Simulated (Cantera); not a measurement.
# Ignition delay

Mixture: 3.58 % C₃H₈, 18.8 % O₂, 70.8 % N₂, 6.80 % H₂O, equivalence ratio 0.95, at 37.5 atm, adiabatic and at constant volume. Ignition delay is the time to a rise of 400 K.

Detailed kinetics in Cantera: GRI-Mech 3.0 (53 species, 325 reactions). GRI-Mech 3.0 was tuned for natural gas; its chemistry of propane as a main component is partial and can be far from experiment. The pressure lies above the range GRI-Mech 3.0 was tuned for (to about 10 atm).

```tsv
T0 (K)	delay (ms)
1025	10.9
1125	1.81
1225	0.351
1325	0.0783
1425	0.0206
1525	0.00661
1625	0.00259
```

```json
{
  "apparent activation energy between 1425 and 1625 K": "200 kJ/mol"
}
```
